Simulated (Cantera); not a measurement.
A counterflow diffusion flame at 1200 Torr, nozzles 20 mm apart: fuel side CO : H2 : N2 = 1 : 0.49 : 1.6 (molar parts) at 323 K, oxidiser side O2 : N2 = 0.21 : 0.79 (molar parts) at 750 K, fuel mass flux 1.6 times the oxidiser's; mixture-averaged transport, no radiation.

Model: GRI-Mech 3.0 (53 species, 325 reactions), integrated in Cantera. The maximum strain rate includes the flame's own expansion and is several times the mean.

x: mole fraction; the columns are a selection and need not sum to one.

```tsv
oxidiser flux (kg/m²/s)	max strain (1/s)	mean strain (1/s)	T max (K)	peak x OH	peak x H	peak x NO	peak x CO
0.96	397	119	1963	0.00602	0.00589	5.14e-5	0.329
1.5	609	186	1918	0.00616	0.00695	4.24e-5	0.329
2.2	882	272	1879	0.00623	0.00792	3.68e-5	0.329
3.4	1340	421	1828	0.00619	0.00904	3.13e-5	0.328
5.3	2060	656	1771	0.00600	0.0102	2.63e-5	0.328
8.1	[?]	1000	1712	0.00570	0.0111	[?]	0.328
12	[?]	1490	1651	0.00529	0.0116	[?]	0.328
```

What belongs in the gaps?


- 8.1, max strain (1/s): 3100
- 8.1, peak x NO: 2.18e-5
- 12, max strain (1/s): 4530
- 12, peak x NO: 1.73e-5
